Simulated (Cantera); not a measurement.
Feed: 1 mol MgO, 1.8 mol HI, 3.1 mol H2, equilibrated at 1275 K and 54.0 mbar.

Cantera equilibrium calculation (NASA polynomials, part measured and part estimated; ideal gas, pure solids and liquids). Candidate condensed phases: H2O, I2, Mg, MgI2, MgO, Mg(OH)2; 20 gas species. The numbers say what is thermodynamically allowed, not how fast it happens.

Base state: H2 0.656, HI 0.218, I 0.106, H2O 0.00829, MgI2 0.00829, I2 0.00358 (mole fractions); condensed: MgO(s).

### Question
What changes in the equilibrium state with this change: H2 from 3.1 to 9.3 mol?

### Answer
```
species       before     after
-----------  -------  --------
H2             0.656     0.842
HI             0.218     0.105
I              0.106    0.0447
MgI2         0.00829   0.00397
I2           0.00358  0.000640
H2O          0.00829   0.00397
MgO(s), mol    0.957     0.955
```

### Question
What changes in the equilibrium state with this change: temperature from 1275 K to 1575 K?

### Answer
```csv
species,before,after
H2,0.656,0.671
I,0.106,0.208
HI,0.218,0.0951
H2O,0.00829,0.0121
MgI2,0.00829,0.0119
MgI,1.43e-6,0.000184
H,2.57e-6,0.000147
I2,0.00358,0.000855
"MgO(s), mol",0.957,0.934
```
